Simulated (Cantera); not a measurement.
An isothermal, constant-pressure homogeneous reactor starts with H₂ : O₂ : N₂ = 1.2 : 1 : 5.3 (molar parts), at 950 K and 57000 Pa.

Computed with Cantera and the H2/O2 subset of GRI-Mech 3.0, which has no nitrogen chemistry. The temperature is held fixed by assumption; the heat of reaction is taken as removed at once.

x: mole fraction; the columns are a selection and need not sum to one.

```
t (s)         x H₂    x O₂     x HO₂       x H      x OH     x H₂O
--------  --------  ------  --------  --------  --------  --------
4.00e-5      0.160   0.133  1.48e-10  9.25e-11  3.99e-12  8.63e-11
0.000104     0.160   0.133  8.77e-10  4.57e-10  2.07e-11  9.69e-10
0.000271     0.160   0.133   2.08e-8   9.48e-9  4.34e-10   3.06e-8
0.000704     0.160   0.133         ?         ?         ?         ?
0.00183     0.0328  0.0734   6.59e-5   6.19e-5   2.19e-5     0.138
0.00477     0.0310  0.0725   2.94e-5   3.06e-7   8.98e-8     0.140
0.0124      0.0308  0.0724   2.79e-5         ?         ?     0.140
0.0323      0.0298  0.0719   3.48e-5   7.39e-7   2.42e-7     0.141
0.0839      0.0259  0.0700   3.82e-5   9.71e-7   3.83e-7     0.146
0.218       0.0169  0.0659   3.27e-5   6.62e-7   3.78e-7     0.155
0.568      0.00607  0.0608   2.10e-5   2.40e-7   3.43e-7     0.167
1.48      0.000824  0.0583   6.62e-6   2.14e-8   2.02e-7     0.173
3.84      0.000110  0.0580   1.33e-6  8.81e-10   6.00e-8     0.174
10.0       2.38e-5  0.0580   3.40e-7  6.60e-11   1.98e-8     0.174
```

Question: Fill in the missing entries.

Answer: 
- 0.000704, x HO₂: 3.00e-5
- 0.000704, x H: 2.25e-5
- 0.000704, x OH: 1.47e-6
- 0.000704, x H₂O: 8.20e-5
- 0.0124, x H: 4.11e-7
- 0.0124, x OH: 1.21e-7
